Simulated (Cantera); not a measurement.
# Stirred combustor or abatement burner

A perfectly stirred reactor is fed with 2.91 % CH4, 0.495 % C2H6, 0.111 % C3H8, 20.3 % O2, 76.2 % N2, equivalence ratio 0.40, at 760 Torr; it is adiabatic with a 673 K inlet, and is followed from long to short residence time, starting on the burning branch (τ in s: 0.15, 0.055, 0.02, 0.0074, 0.0027, 0.00098, 0.00036, 0.00013, 4.8e-05).

Computed with Cantera and GRI-Mech 3.0 (53 species, 325 reactions).

```
τ (s)    T (K)     x CH4   x C2H6   x C3H8      x OH      x H2
-------  -----  --------  -------  -------  --------  --------
0.15      1593   9.07e-6  4.03e-7  9.38e-8  0.000518   2.77e-5
0.055     1589   1.72e-5  7.72e-7  1.82e-7  0.000702   5.36e-5
0.020     1583   3.29e-5  1.47e-6  3.46e-7  0.000943  0.000104
0.0074    1572   6.31e-5  2.79e-6  6.48e-7   0.00123  0.000197
0.0027    1552  0.000128  5.53e-6  1.26e-6   0.00154  0.000371
0.00098   1512  0.000294  1.24e-5  2.75e-6   0.00174  0.000700
0.00036    673    0.0291  0.00495  0.00111    <1e-12    <1e-12
0.00013    673    0.0291  0.00495  0.00111    <1e-12    <1e-12
4.8e-5     673    0.0291  0.00495  0.00111    <1e-12    <1e-12
```
x: mole fraction; the columns are a selection and need not sum to one.
